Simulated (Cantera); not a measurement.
**Roasting and sulfation: FeS2 + H2S + N2**

A closed system holds: 1 mol FeS2, 0.35 mol H2S, a varied amount of N2, at 1198.15 K and 3.70 bar.

Method: chemical equilibrium by Gibbs-energy minimisation in Cantera with the NASA 1993 tables (ideal gas, pure condensed phases). Candidate condensed phases: Fe, FeS, FeS2, S; 16 gas species. FeS: taken at fixed stoichiometry. Gases not in the tables: S3 to S7. Rates play no part.

| n(N2) (mol) | x N2 | x S2 | x H2S | x H2 | x SH | x NH3 | x S | n FeS(s) |
|---|---|---|---|---|---|---|---|---|
| 1.5 | 0.636 | 0.215 | 0.141 | 0.00700 | 0.000140 | 3.33e-7 | 1.23e-7 | 1.00 |
| 2.1 | 0.710 | 0.172 | 0.112 | 0.00621 | 0.000118 | 2.94e-7 | 1.10e-7 | 1.00 |
| 2.8 | 0.765 | 0.139 | 0.0900 | 0.00554 | 0.000100 | 2.58e-7 | 9.90e-8 | 1.00 |
| 3.8 | 0.815 | 0.110 | 0.0702 | 0.00487 | 8.34e-5 | 2.19e-7 | 8.78e-8 | 1.00 |
| 5.1 | 0.855 | 0.0860 | 0.0544 | 0.00426 | 6.91e-5 | 1.84e-7 | 7.78e-8 | 1.00 |
| 7 | 0.890 | 0.0654 | 0.0408 | 0.00367 | 5.59e-5 | 1.50e-7 | 6.78e-8 | 1.00 |
| 9.4 | 0.916 | 0.0503 | 0.0309 | 0.00317 | 4.55e-5 | 1.22e-7 | 5.95e-8 | 1.00 |
| 13 | 0.937 | 0.0374 | 0.0225 | 0.00268 | 3.61e-5 | 9.58e-8 | 5.13e-8 | 1.00 |
| 17 | 0.951 | 0.0291 | 0.0172 | 0.00232 | 2.97e-5 | 7.79e-8 | 4.53e-8 | 1.00 |
| 23 | 0.963 | 0.0219 | 0.0127 | 0.00197 | 2.37e-5 | 6.12e-8 | 3.93e-8 | 1.00 |
| 32 | 0.973 | 0.0160 | 0.00900 | 0.00163 | 1.85e-5 | 4.65e-8 | 3.36e-8 | 1.00 |
| 43 | 0.980 | 0.0121 | 0.00659 | 0.00138 | 1.47e-5 | 3.61e-8 | 2.92e-8 | 1.00 |
x: gas mole fraction; n: condensed amount in mol.

From 1.5 mol N2 to 43 mol N2 the condensed part is FeS(s).
